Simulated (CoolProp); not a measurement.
The fluoroketone C6F12O (FK-5-1-12) along the isobar 4.8 MPa: fugacity coefficient from the reference equation and from simpler models built on Tc = 441.8 K, pc = 1.869 MPa, ω = 0.471; each cubic takes its own stable root.

Model: reference Helmholtz-energy equation of state, McLinden 2015, in CoolProp.

| T (K) | phase | reference |
|---|---|---|
| 379 | liquid | 0.1229 |
| 394.1 | liquid | 0.1635 |
| 409.3 | liquid | 0.2106 |
| 424.4 | liquid | 0.2628 |
| 439.5 | liquid | 0.3191 |
| 454.6 | supercritical | 0.3778 |
| 469.8 | supercritical | 0.4374 |
| 484.9 | supercritical | 0.4948 |
| 500 | supercritical | 0.5486 |

Q: How far does each simpler model (Redlich-Kwong, Soave-Redlich-Kwong, Peng-Robinson) lie from the reference over these 9 states: mean and median of the absolute difference, and the worst?

A: 
- Redlich-Kwong: mean 14.3 %, median 6.9 %, worst +42.5 % at 379 K and 4.8 MPa
- Soave-Redlich-Kwong: mean 5.8 %, median 5.8 %, worst +6.2 % at 424.4 K and 4.8 MPa
- Peng-Robinson: mean 0.7 %, median 0.7 %, worst -1.1 % at 500 K and 4.8 MPa
